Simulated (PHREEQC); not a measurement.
A PHREEQC speciation (ion-association model, phreeqc.dat) at 25 °C gives pH 4.08 and these molalities:

```json
[
 {"species": "Cl-", "mol/kgw": "0.290"},
 {"species": "Cu+2", "mol/kgw": "0.131"},
 {"species": "CuCl+", "mol/kgw": "0.0269"},
 {"species": "CuCl2", "mol/kgw": "0.00166"},
 {"species": "H+", "mol/kgw": "0.000108"},
 {"species": "Cu2(OH)2+2", "mol/kgw": "2.58e-5"},
 {"species": "Fe(OH)2+", "mol/kgw": "1.80e-5"},
 {"species": "FeOH+2", "mol/kgw": "1.40e-5"},
 {"species": "CuOH+", "mol/kgw": "6.19e-6"},
 {"species": "CuCl3-", "mol/kgw": "1.88e-6"},
 {"species": "FeCl+2", "mol/kgw": "1.06e-6"},
 {"species": "Fe+3", "mol/kgw": "4.39e-7"},
 {"species": "FeCl2+", "mol/kgw": "3.00e-7"},
 {"species": "Cu(OH)2", "mol/kgw": "9.25e-8"},
 {"species": "Fe2(OH)2+4", "mol/kgw": "4.21e-8"},
 {"species": "Fe(OH)3", "mol/kgw": "1.76e-8"},
 {"species": "CuCl4-2", "mol/kgw": "5.25e-9"},
 {"species": "FeCl3", "mol/kgw": "3.61e-9"}
]
```

**Question.** What are the element totals, and what could have been dissolved in 1 kg of water to give them?

**Answer.** Several could match; the one computed here: totals Cl 0.320, Cu(2) 0.160, Fe(3) 3.40e-5 mol/kgw, from 0.16 mol CuCl2 and 3.4e-05 mol FeCl3 per kg of water.

Precipitation was switched off in this run. Examples of supersaturated solids here: Hematite (slow to form), Goethite (slow to form). Others may be too.
